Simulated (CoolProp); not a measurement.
R236FA along the isotherm 126.85 °C: density (kg/m³) from the reference equation and from simpler models built on Tc = 124.9 °C, pc = 31.91 bar, ω = 0.377; each cubic takes its own stable root.

The numbers come from the reference Helmholtz-energy equation of state, Pan 2012 in CoolProp.

| p (bar) | phase | reference |
|---|---|---|
| 1.77 | gas | 8.250 |
| 3.55 | gas | 16.89 |
| 5.32 | gas | 25.85 |
| 7.09 | gas | 35.23 |
| 8.86 | gas | 45.08 |
| 10.6 | gas | 55.27 |
| 12.4 | gas | 66.44 |
| 14.2 | gas | 78.32 |
| 16 | gas | 91.06 |

Task: How far does each simpler model (van der Waals, Redlich-Kwong) lie from the reference over these 9 states: mean and median of the absolute difference, and the worst?

Result: 
- van der Waals: mean 1.6 %, median 1.5 %, worst -3.1 % at 126.85 °C and 16 bar
- Redlich-Kwong: mean 0.2 %, median 0.2 %, worst -0.5 % at 126.85 °C and 16 bar
